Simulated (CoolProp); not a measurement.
Vapour-liquid equilibrium of methanol (1) + ethanol (2) at 0.0181 MPa; x and y are mole fractions of (1).

Computed with CoolProp (multi-fluid Helmholtz-energy mixture model, de Reuck 1993 and Schroeder 2014; pair parameters Bell 2016).

### Question
Give the bubble temperature and the first vapour's composition at x = 0.35, 0.8, 0.95. Is there an azeotrope?

### Answer
x = 0.35: 34.4 °C, y = 0.515; x = 0.8: 28.6 °C, y = 0.894; x = 0.95: 26.8 °C, y = 0.977. No azeotrope shows between x = 0.05 and 0.95.

Pair parameters are fitted to limited data, so mixtures are less certain than the pure fluids.
